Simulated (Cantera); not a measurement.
A Cantera script and what it prints.

```python
import numpy as np
import cantera as ct

gas_names = """
    B BF BF2 BF3 BO BOF BOF2 BO2 B2 B2O B2O2 B2O3 B3O3F3 F FO FO2 F2 F2O O O2 O3
""".split()
cond_names = """
    B(b) B(L) B2O3(L)
""".split()


# ... load() reads the species with a 1 bar reference pressure and builds the phases ...
atoms = {
    'B2O3': {'B': 2, 'O': 3},
    'F2': {'F': 2},
}
top_T = {}  # K; cautious upper limits of use, not melting points


# ... equilibrate(T, P, feed) seeds the gas with the atoms and calls Mixture.equilibrate('TP', solver="vcs", rtol=1e-11, max_steps=5000) ...
results = []
T = 1073  # K
P = 13332.2  # Pa
for m in [0.82, 1.3, 2, 3, 4.7, 7.2, 11]:
    feed = {'B2O3': 1, 'F2': m}  # mol
    mix = equilibrate(T, P, feed)
    results.append((T, P, feed, dict(zip(mix.species_names, mix.species_moles))))
    x = sorted(zip(gas.X, gas.species_names), reverse=True)
    print(f"T = {T:g} K  P = {P:g} Pa  n(F2) = {m:g} mol  gas = {mix.phase_moles(0):.4g} mol")
    print("   x: " + "  ".join(f"{s} {v:.3e}" for v, s in x if v > 1e-06))
    print("   condensed (mol): " + ("  ".join(f"{mix.phase(i).name} {mix.phase_moles(i):.4g}"
          for i in range(1, mix.n_phases) if mix.phase_moles(i) > 1e-12) or "none"))
```

It prints:

```
T = 1073 K  P = 13332.2 Pa  n(F2) = 0.82 mol  gas = 0.9571 mol
   x: BF3 5.116e-01  O2 4.284e-01  B3O3F3 5.937e-02  BOF 6.881e-04  BOF2 1.586e-05
   condensed (mol): B2O3(L) 0.6696
T = 1073 K  P = 13332.2 Pa  n(F2) = 1.3 mol  gas = 1.517 mol
   x: BF3 5.116e-01  O2 4.284e-01  B3O3F3 5.937e-02  BOF 6.881e-04  BOF2 1.586e-05
   condensed (mol): B2O3(L) 0.4762
T = 1073 K  P = 13332.2 Pa  n(F2) = 2 mol  gas = 2.334 mol
   x: BF3 5.116e-01  O2 4.284e-01  B3O3F3 5.937e-02  BOF 6.881e-04  BOF2 1.586e-05
   condensed (mol): B2O3(L) 0.1942
T = 1073 K  P = 13332.2 Pa  n(F2) = 3 mol  gas = 3.5 mol
   x: BF3 5.714e-01  O2 4.286e-01
   condensed (mol): none
T = 1073 K  P = 13332.2 Pa  n(F2) = 4.7 mol  gas = 5.853 mol
   x: BF3 3.417e-01  O2 2.562e-01  F 2.232e-01  F2 1.788e-01  FO2 3.437e-05  FO 5.243e-06  F2O 2.000e-06
   condensed (mol): none
T = 1073 K  P = 13332.2 Pa  n(F2) = 7.2 mol  gas = 9.041 mol
   x: F2 3.161e-01  F 2.968e-01  BF3 2.212e-01  O2 1.659e-01  FO2 2.958e-05  FO 5.609e-06  F2O 2.845e-06
   condensed (mol): none
T = 1073 K  P = 13332.2 Pa  n(F2) = 11 mol  gas = 13.84 mol
   x: F2 4.093e-01  F 3.377e-01  BF3 1.445e-01  O2 1.084e-01  FO2 2.200e-05  FO 5.159e-06  F2O 2.977e-06
   condensed (mol): none
```

These are equilibrium values from Cantera (NASA tables, ideal gas, pure condensed phases), not measurements of a reactor.
